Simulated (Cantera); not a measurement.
An isothermal plug-flow reactor at 475 K and 3.40 bar (inlet), inlet velocity 0.06 m/s, active area per volume 130 1/m; feed H2 : O2 : N2 = 0.0043 : 0.014 : 0.79 (molar parts), equivalence ratio 0.15.

Cantera simulation using Deutschmann's 1995 Pt surface mechanism with GRI-Mech 3.0 gas chemistry; the numbers are that mechanism's predictions, not measurements. Catalytic surfaces can have several steady states; this one follows from the mechanism file's or the stated starting coverage. Mass transfer to the wall is taken as infinitely fast.

### Question
Predict: x(H2) at z = 0.0069 m; x(O2) at z = 0.0069 m; x(H2O) at z = 0.0069 m; θ(free Pt) at the exit; θ(O*) at the exit; θ(OH*) at the exit.

### Answer
```
Item                     Result
----------------------  -------
x(H2) at z = 0.0069 m   2.63e-5
x(O2) at z = 0.0069 m    0.0147
x(H2O) at z = 0.0069 m  0.00531
θ(free Pt) at the exit  0.00253
θ(O*) at the exit         0.985
θ(OH*) at the exit       0.0121
```
